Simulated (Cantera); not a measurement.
An adiabatic, constant-volume homogeneous reactor starts with CH4 : O2 : N2 = 1 : 2.17 : 8.17 (molar parts), at 1300 K and 0.987 atm. Integrator tolerance rtol = 1e-08.

Model: GRI-Mech 3.0 (53 species, 325 reactions), integrated in Cantera.

### Question
What does this change do: pressure from 0.987 atm to 0.217 atm?

### Answer
```tsv
quantity	before	after
time of steepest temperature rise	10.8 ms	33.2 ms
temperature at 2.00 s	2820 K	2699 K
equilibrium temperature	2820 K	2699 K
x(CH4) at 2.00 s	<1e-12 (gas-phase equilibrium <1e-12)	<1e-12 (gas-phase equilibrium <1e-12)
x(O2) at 2.00 s	0.0259 (gas-phase equilibrium 0.0259)	0.0290 (gas-phase equilibrium 0.0290)
x(O) at 2.00 s	0.00634 (gas-phase equilibrium 0.00634)	0.00892 (gas-phase equilibrium 0.00892)
x(OH) at 2.00 s	0.0203 (gas-phase equilibrium 0.0203)	0.0220 (gas-phase equilibrium 0.0220)
x(C2H4) at 2.00 s	<1e-12 (gas-phase equilibrium <1e-12)	<1e-12 (gas-phase equilibrium <1e-12)
```
